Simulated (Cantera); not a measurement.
An adiabatic, constant-pressure homogeneous reactor starts with 8.37 % CH4, 0.418 % C2H6, 16.9 % O2, 63.5 % N2, 10.8 % H2O, at 1200 K and 10.0 bar.

Computed with Cantera and GRI-Mech 3.0 (53 species, 325 reactions).

Problem. Predict: time of steepest temperature rise; temperature at 0.700 s; equilibrium temperature; x(O2) at 0.700 s; x(O) at 0.700 s; x(HO2) at 0.700 s.

Solution. 
```json
{
 "time_of_steepest_temperature_rise": "1.80 ms",
 "temperature at 0.700 s": "2627 K",
 "equilibrium_temperature": "2627 K",
 "x(O2) at 0.700 s": "0.00357 (gas-phase equilibrium 0.00357)",
 "x(O) at 0.700 s": "0.000500 (gas-phase equilibrium 0.000500)",
 "x(HO2) at 0.700 s": "2.65e-6 (gas-phase equilibrium 2.65e-6)"
}
```
